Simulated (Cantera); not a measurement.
An adiabatic, constant-volume homogeneous reactor starts with C3H8 : O2 : N2 = 1 : 2.08 : 7.83 (molar parts), at 1800 K and 2.80 bar. Integrator tolerance rtol = 1e-08.

Cantera simulation using GRI-Mech 3.0 (53 species, 325 reactions); the numbers are that mechanism's predictions, not measurements. GRI-Mech 3.0 was tuned for natural gas; its chemistry of propane as a main component is partial and can be far from experiment.

Problem. What does this change do: pressure from 2.80 bar to 29.0 bar?

Solution. 
| quantity | before | after |
|---|---|---|
| time of steepest temperature rise | 5.93 µs | 0.968 µs |
| temperature at 0.200 s | 2928 K | 3035 K |
| equilibrium temperature | 2928 K | 3035 K |
| x(C3H8) at 0.200 s | <1e-12 (gas-phase equilibrium <1e-12) | <1e-12 (gas-phase equilibrium <1e-12) |
| x(O2) at 0.200 s | 2.35e-5 (gas-phase equilibrium 2.35e-5) | 4.61e-6 (gas-phase equilibrium 4.61e-6) |
| x(CH2O) at 0.200 s | 9.13e-8 (gas-phase equilibrium 9.13e-8) | 1.02e-6 (gas-phase equilibrium 1.02e-6) |
| x(NO) at 0.200 s | 0.000377 (gas-phase equilibrium 0.000377) | 0.000191 (gas-phase equilibrium 0.000191) |
| x(HCN) at 0.200 s | 2.24e-6 (gas-phase equilibrium 2.24e-6) | 2.45e-5 (gas-phase equilibrium 2.45e-5) |
The pressure lies above the range GRI-Mech 3.0 was tuned for (to about 10 atm). Above 3000 K some thermodynamic fits are extrapolated.

Problem. What does this change do: 1.1 parts CO2 added?

Solution. 
| quantity | before | after |
|---|---|---|
| time of steepest temperature rise | 5.93 µs | 6.64 µs |
| temperature at 0.200 s | 2928 K | 2809 K |
| equilibrium temperature | 2928 K | 2809 K |
| x(C3H8) at 0.200 s | <1e-12 (gas-phase equilibrium <1e-12) | <1e-12 (gas-phase equilibrium <1e-12) |
| x(O2) at 0.200 s | 2.35e-5 (gas-phase equilibrium 2.35e-5) | 6.14e-5 (gas-phase equilibrium 6.14e-5) |
| x(CH2O) at 0.200 s | 9.13e-8 (gas-phase equilibrium 9.13e-8) | 7.05e-8 (gas-phase equilibrium 7.05e-8) |
| x(NO) at 0.200 s | 0.000377 (gas-phase equilibrium 0.000377) | 0.000503 (gas-phase equilibrium 0.000503) |
| x(HCN) at 0.200 s | 2.24e-6 (gas-phase equilibrium 2.24e-6) | 8.35e-7 (gas-phase equilibrium 8.35e-7) |
